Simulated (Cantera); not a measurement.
Input (Python, Cantera) and output of one run.

```python
import numpy as np
import cantera as ct

gas_names = """
    CL CLO CL2 H HCL HNO HNO2 HNO3 HOCL HO2 H2 H2O H2O2 N NH NH2 NH3 NH2OH NO NO2 NO3 N2 N2H2 N2H4 N2O O
    OH O2 O3 Si SiCL SiCL2 SiCL3 SiCL4 SiH SiHCL3 SiH2 SiH2CL2 SiH3 SiH3CL SiH4 SiN SiO SiO2 Si2 Si2N
    Si3
""".split()
cond_names = """
    H2O(s) H2O(L) NH4CL(a) NH4CL(b) Si(cr) Si(L) SiO2(Lqz) SiO2(hqz) SiO2(L) Si2N2O(s) Si3N4(a)
""".split()


def load(file, names, dense=False):
    # The tables refer to 1 bar. Condensed volumes are neglected.
    table = {s.name: s for s in ct.Species.list_from_file(file)}
    out = []
    for n in names:
        d = dict(table[n].input_data)
        d["thermo"] = dict(d["thermo"], **{"reference-pressure": 1e5})
        if dense:
            d["equation-of-state"] = {"model": "constant-volume", "density": "1e6 g/cm^3"}
        out.append(ct.Species.from_dict(d))
    return out


gas = ct.Solution(thermo="ideal-gas", species=load("nasa_gas.yaml", gas_names))
cond = {s.name: ct.Solution(thermo="fixed-stoichiometry", species=[s], name=s.name)
        for s in load("nasa_condensed.yaml", cond_names, dense=True)}
atoms = {
    'SiH2Cl2': {'Si': 1, 'H': 2, 'CL': 2},
    'N2O': {'N': 2, 'O': 1},
    'N2': {'N': 2},
}
top_T = {'Si2N2O(s)': 2100, 'Si3N4(a)': 2400}  # K; cautious upper limits of use, not melting points


def equilibrate(T, P, feed):
    n = {}
    for name, mol in feed.items():
        for a, k in atoms[name].items():
            n[a] = n.get(a, 0.0) + k * mol
    gas.TPX = T, P, n
    mass = sum(n.values()) * gas.mean_molecular_weight
    gas.equilibrate("TP")
    valid = [c for c in cond.values() if c.min_temp <= T <= top_T.get(c.name, c.max_temp)]
    mix = ct.Mixture([(gas, mass / gas.mean_molecular_weight)] + [(c, 0.0) for c in valid])
    mix.T, mix.P = T, P
    mix.equilibrate("TP", solver="vcs", rtol=1e-11, max_steps=5000)
    return mix


results = []
feed = {'SiH2Cl2': 1, 'N2O': 0.1, 'N2': 45}  # mol
P = 1000  # Pa
for T in [675, 775, 875, 975, 1075, 1175, 1275, 1375, 1475]:
    mix = equilibrate(T, P, feed)
    results.append((T, P, feed, dict(zip(mix.species_names, mix.species_moles))))

top = {s: max(r[3][s] / sum(r[3][g] for g in gas_names) for r in results) for s in gas_names}
cols = sorted((s for s in top if top[s] > 0.001), key=lambda s: -top[s])[:5]
seen = [c for c in cond_names if any(r[3].get(c, 0) > 1e-12 for r in results)]
print("log10 of partial pressures in bar; condensed amounts in mol")
print(f"{'T/K':>10s}" + "".join(f"{s[:9]:>10s}" for s in cols + seen))
for T, P, feed, n in results:
    ng = sum(n[g] for g in gas_names)
    print(f"{T:10.4g}" + "".join(f"{np.log10(max(n[s] / ng * P / 1e5, 1e-99)):10.3f}" for s in cols)
          + "".join(f"{n.get(c, 0):10.4g}" for c in seen))
```

Result:

```
log10 of partial pressures in bar; condensed amounts in mol
       T/K        N2       HCL        H2     SiCL2     SiCL4 Si2N2O(s)  Si3N4(a)
       675    -2.017    -3.571    -4.090   -15.362    -4.391       0.1    0.2037
       775    -2.018    -3.533    -4.161   -12.554    -4.462       0.1    0.2133
       875    -2.018    -3.509    -4.219   -10.397    -4.520       0.1    0.2199
       975    -2.018    -3.492    -4.266    -8.689    -4.567       0.1    0.2247
      1075    -2.018    -3.480    -4.303    -7.305    -4.609       0.1     0.228
      1175    -2.018    -3.472    -4.331    -6.169    -4.657       0.1    0.2295
      1275    -2.018    -3.472    -4.334    -5.247    -4.760       0.1    0.2248
      1375    -2.019    -3.493    -4.267    -4.575    -5.074   0.09999    0.2013
      1475    -2.019    -3.561    -4.114    -4.192    -5.734   0.09969    0.1548
```

Cantera equilibrium calculation (NASA polynomials, part measured and part estimated; ideal gas, pure solids and liquids). Mutual solubility and eutectic melting of coexisting phases are not modelled. The tables' values for SiCl3 are old estimates; treat these amounts as uncertain.
